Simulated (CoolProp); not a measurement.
Computed with CoolProp (reference Helmholtz-energy equation of state, Lemmon 2006). It is a short technical equation, of lower accuracy than the large ones.

Problem. For isopentane, give the phase and the cp (kJ/(kg K)) at -51.65 °C and 5770 kPa; 195.85 °C and 3810 kPa; 154.85 °C and 51.2 kPa.

Solution. 
- -51.65 °C and 5770 kPa: liquid; cp 1.92
- 195.85 °C and 3810 kPa: supercritical; cp 15.0
- 154.85 °C and 51.2 kPa: gas; cp 2.25
